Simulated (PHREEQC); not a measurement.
Dissolve 0.067 mol Cu(NO3)2, 0.043 mol HBF4 and 0.2 mol H3BO3 per kg of water at 78 °C. It is in equilibrium with CO2 at log p = -3.5 (atm). Otherwise closed; pH follows from the charge balance.

Computed with PHREEQC (ion-association model, wateq4f.dat).

This is a speciation only: nothing precipitates in the calculation.

**Question.** Order these B species by the share of B that they hold, largest first: BF2(OH)2-, H3BO3, BF4-, BF3OH-.

**Answer.** H3BO3 (82 %), BF4- (15 %), BF3OH- (1.6 %), BF2(OH)2- (1.4 %)

**Question.** Order these F species by the share of F that they hold, largest first: BF3OH-, HF, BF2(OH)2-, BF4-.

**Answer.** BF4- (83 %), BF3OH- (6.9 %), HF (5.5 %), BF2(OH)2- (4.1 %)

The pH is 1.47 and the ionic strength 0.244 mol/kgw. Constants without temperature data keep their 25 °C values here. Real BF4- forms and hydrolyses slowly; the run takes it at equilibrium.
